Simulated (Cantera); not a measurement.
An adiabatic, constant-volume homogeneous reactor starts with CO : H2 : CH4 : O2 : N2 : CO2 = 1 : 0.37 : 0.15 : 0.469 : 3.56 : 0.32 (molar parts), equivalence ratio 2.1, at 1573 K and 3680 Torr. Integrator tolerance rtol = 1e-08.

Model: GRI-Mech 3.0 (53 species, 325 reactions), integrated in Cantera.

Question: What does this change do: CO 1 to 0.53 parts?

Answer: 
| quantity | before | after |
|---|---|---|
| time of steepest temperature rise | 19.6 µs | 18.6 µs |
| temperature at 7.00 s | 2654 K | 2694 K |
| equilibrium temperature | 2654 K | 2694 K |
| x(CO) at 7.00 s | 0.159 (gas-phase equilibrium 0.159) | 0.0960 (gas-phase equilibrium 0.0960) |
| x(H2) at 7.00 s | 0.0227 (gas-phase equilibrium 0.0227) | 0.0164 (gas-phase equilibrium 0.0164) |
| x(CH4) at 7.00 s | 2.32e-12 (gas-phase equilibrium 2.63e-12) | <1e-12 (gas-phase equilibrium <1e-12) |
| x(CO2) at 7.00 s | 0.0975 (gas-phase equilibrium 0.0975) | 0.0941 (gas-phase equilibrium 0.0941) |
| x(HO2) at 7.00 s | 2.46e-7 (gas-phase equilibrium 2.46e-7) | 7.70e-7 (gas-phase equilibrium 7.70e-7) |
| x(OH) at 7.00 s | 0.00252 (gas-phase equilibrium 0.00252) | 0.00418 (gas-phase equilibrium 0.00418) |
| x(HCN) at 7.00 s | 7.83e-8 (gas-phase equilibrium 7.83e-8) | 2.60e-8 (gas-phase equilibrium 2.60e-8) |
